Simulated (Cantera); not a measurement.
## Adiabatic ignition

An adiabatic, constant-volume homogeneous reactor starts with 5.60 % CH₄, 9.35 % O₂, 85.1 % N₂, at 1250 K and 260000 Pa.

Computed with Cantera and GRI-Mech 3.0 (53 species, 325 reactions).

```tsv
t (s)	T (K)	P (bar)	x CH₄	x O₂	x OH	x HO₂	x H
3.00e-6	1250	2.60	0.0560	0.0935	1.26e-11	4.64e-9	3.45e-11
7.44e-6	1250	2.60	0.0560	0.0935	1.83e-11	1.15e-8	3.71e-11
1.85e-5	1250	2.60	0.0560	0.0935	3.42e-11	2.82e-8	4.35e-11
4.58e-5	1250	2.60	0.0560	0.0935	8.55e-11	6.82e-8	6.08e-11
0.000114	1250	2.60	0.0560	0.0935	2.58e-10	1.59e-7	1.14e-10
0.000282	1250	2.60	0.0560	0.0935	8.38e-10	3.33e-7	3.25e-10
0.000698	1250	2.60	0.0560	0.0934	2.72e-9	4.86e-7	1.19e-9
0.00173	1250	2.60	0.0559	0.0934	5.22e-9	5.01e-7	2.49e-9
0.00430	1251	2.60	0.0558	0.0934	8.16e-9	8.86e-7	4.66e-9
0.0107	1253	2.61	0.0554	0.0931	2.13e-8	2.31e-6	1.60e-8
0.0264	2404	5.10	<1e-12	0.000159	0.00116	7.57e-8	0.000835
0.0655	2400	5.09	<1e-12	0.000142	0.00110	6.73e-8	0.000808
0.163	2400	5.09	<1e-12	0.000142	0.00110	6.73e-8	0.000808
0.403	2400	5.09	<1e-12	0.000142	0.00110	6.73e-8	0.000808
1.00	2400	5.09	<1e-12	0.000142	0.00110	6.73e-8	0.000808
```
x: mole fraction; the columns are a selection and need not sum to one.

```
Property                                                              Result
---------------------------------  -----------------------------------------
time of steepest temperature rise                                    25.7 ms
temperature at 1.00 s                                                 2400 K
equilibrium temperature                                               2400 K
x(CH₄) at 1.00 s                       <1e-12 (gas-phase equilibrium <1e-12)
x(O₂) at 1.00 s                    0.000142 (gas-phase equilibrium 0.000142)
x(OH) at 1.00 s                      0.00110 (gas-phase equilibrium 0.00110)
```
